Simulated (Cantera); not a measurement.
Input: 1 mol Cu₂O, 6.8 mol H₂, 78 mol N₂, equilibrated at 55.0 Pa.

These are equilibrium values from Cantera (NASA tables, ideal gas, pure condensed phases), not measurements of a reactor. Candidate condensed phases: Cu, CuO, Cu(OH)₂, Cu₂O, H₂O; 27 gas species. Equilibrium is a limit: real reactors are often held back by kinetics, nucleation or transport. All values below are at 1400 K.

Base state: N₂ 0.918, H₂ 0.0682, H₂O 0.0118, Cu 0.00245, H 5.42e-5 (mole fractions); condensed: Cu(l).

Question: What changes in the equilibrium state with this change: Cu₂O replaced by FeS?

Answer: 
```json
[
 {"species": "N₂", "before": "0.918", "after": "0.915"},
 {"species": "H₂", "before": "0.0682", "after": "0.0788"},
 {"species": "S₂", "before": "0", "after": "0.00533"},
 {"species": "H₂O", "before": "0.0118", "after": "0"},
 {"species": "Fe", "before": "0", "after": "2.79e-5"},
 {"species": "Cu", "before": "0.00245", "after": "0"},
 {"species": "H₂S", "before": "0", "after": "0.000823"},
 {"species": "SH", "before": "0", "after": "0.000217"},
 {"species": "S", "before": "0", "after": "3.65e-5"},
 {"species": "H", "before": "5.42e-5", "after": "5.82e-5"},
 {"species": "Cu(l), mol", "before": "1.79", "after": "0"},
 {"species": "Fe(γ), mol", "before": "0", "after": "0.998"}
]
```
Further candidate phases: Fe, FeS, FeS₂, S.
